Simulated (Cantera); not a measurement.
Input (Python, Cantera) and output of one run.

```python
import numpy as np
import cantera as ct

gas_names = [...]  # 87 gases of nasa_gas.yaml made of C, H, Si
cond_names = """
    C(gr) C6H6(L) C7H8(L) C8H18(L),n-octa Si(cr) Si(L) SiC(b)
""".split()


# ... load() reads the species with a 1 bar reference pressure and builds the phases ...
atoms = {
    'CH3SiH3': {'C': 1, 'H': 6, 'Si': 1},
    'C2H2': {'C': 2, 'H': 2},
    'H2': {'H': 2},
}
top_T = {'C(gr)': 4500, 'SiC(b)': 3050}  # K; cautious upper limits of use, not melting points


# ... equilibrate(T, P, feed) seeds the gas with the atoms and calls Mixture.equilibrate('TP', solver="vcs", rtol=1e-11, max_steps=5000) ...
results = []
T = 2225  # K
P = 13332.2  # Pa
for m in [240, 290, 350, 420, 500, 610, 730, 890, 1100, 1300]:
    feed = {'CH3SiH3': 1, 'C2H2': 0.03, 'H2': m}  # mol
    mix = equilibrate(T, P, feed)
    results.append((T, P, feed, dict(zip(mix.species_names, mix.species_moles))))

top = {s: max(r[3][s] / sum(r[3][g] for g in gas_names) for r in results) for s in gas_names}
cols = sorted((s for s in top if top[s] > 0.001), key=lambda s: -top[s])[:6]
seen = [c for c in cond_names if any(r[3].get(c, 0) > 1e-12 for r in results)]
print("log10 of partial pressures in bar; condensed amounts in mol")
print(f"{'n(H2)':>10s}" + "".join(f"{s[:9]:>10s}" for s in cols + seen))
for T, P, feed, n in results:
    ng = sum(n[g] for g in gas_names)
    print(f"{feed['H2']:10.4g}" + "".join(f"{np.log10(max(n[s] / ng * P / 1e5, 1e-99)):10.3f}" for s in cols)
          + "".join(f"{n.get(c, 0):10.4g}" for c in seen))
```

Output:

```
log10 of partial pressures in bar; condensed amounts in mol
     n(H2)        H2         H    SiC(b)
       240    -0.884    -2.630    0.7069
       290    -0.884    -2.630    0.6428
       350    -0.884    -2.630    0.5658
       420    -0.884    -2.630    0.4759
       500    -0.884    -2.630    0.3731
       610    -0.884    -2.630    0.2317
       730    -0.884    -2.630   0.07739
       890    -0.884    -2.630         0
      1100    -0.883    -2.630         0
      1300    -0.883    -2.630         0
```

Cantera equilibrium calculation (NASA polynomials, part measured and part estimated; ideal gas, pure solids and liquids). The feed counts by its element totals alone. Gases not in the tables: Si2H6 and higher silanes.
